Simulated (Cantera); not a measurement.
Feed: 1 mol C2F6, 6.1 mol H2, 0.054 mol CH4, at 0.110 bar.

Cantera equilibrium calculation (NASA polynomials, part measured and part estimated; ideal gas, pure solids and liquids). Candidate condensed phases: C, C6H6, C7H8, C8H18; 95 gas species. The feed counts by its element totals alone. Rates play no part. All values below are at 1048 K.

Base state: HF 0.652, H2 0.347, CH4 0.000774 (mole fractions); condensed: C(graphite).

**Question.** What changes in the equilibrium state with this change: H2 from 6.1 to 0.36 mol?

**Answer.** 
```
species             before  after
----------------  --------  -----
CF4                  <1e-9  0.575
HF                   0.652  0.425
H2                   0.347  <1e-9
CH4               0.000774  <1e-9
C(graphite), mol      2.05  0.788
```
Gases not in the tables: C2F6 and larger saturated fluorocarbons.
